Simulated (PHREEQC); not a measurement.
Solution (10 °C): 140 mmol/kgw (NH4)2SiF6. Closed to the air; pH follows from the charge balance.

Computed with PHREEQC (ion-association model, wateq4f.dat).

* **pH**: 3.07
* **ionic strength**: 0.420 mol/kgw
* **activity of water**: 0.993
* **total alkalinity**: -560 meq/kg

| species | molality | activity | log γ |
|---|---|---|---|
| NH4+ | 0.280 | 0.206 | -0.133 |
| SiF6-2 | 0.139 | 0.0328 | -0.628 |
| F- | 0.00235 | 0.00154 | -0.186 |
| HF | 0.00138 | 0.00152 | 0.042 |
| H+ | 0.00111 | 0.000857 | -0.111 |
| H4SiO4 | 0.000630 | 0.000694 | 0.042 |
| HF2- | 1.19e-5 | 7.75e-6 | -0.186 |
| H2F2 | 9.23e-6 | 1.02e-5 | 0.042 |
| NH3 | 4.48e-8 | 4.48e-8 | 0.000 |

This is a speciation only: nothing precipitates in the calculation. Examples of supersaturated solids here: Quartz (slow to form), Chalcedony (slow to form). Others may be too. Away from 25 °C the constants follow the database's enthalpies or fits; those with neither stay at their 25 °C values. SiF6-2 is the database's only silicon fluoride.
